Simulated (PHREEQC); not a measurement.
Solution (70 °C): 0.016 mol/kgw H2SO4, 0.038 mol/kgw CuSO4 and 0.06 mol/kgw MgSO4. Closed to the air; pH follows from the charge balance.

Model: ion-association model, phreeqc.dat, run in PHREEQC.

Precipitation was switched off in this run.

**Question.** Estimate the pH, density, specific conductance.

**Answer.** pH 2.21; density 0.991 g/cm³; specific conductance 20400 µS/cm.

**Question.** In which forms is S present?

**Answer.** MgSO4 35 %, SO4-2 30 %, HSO4- 21 %, CuSO4 15 % of the S.

Away from 25 °C the constants follow the database's enthalpies or fits; those with neither stay at their 25 °C values.
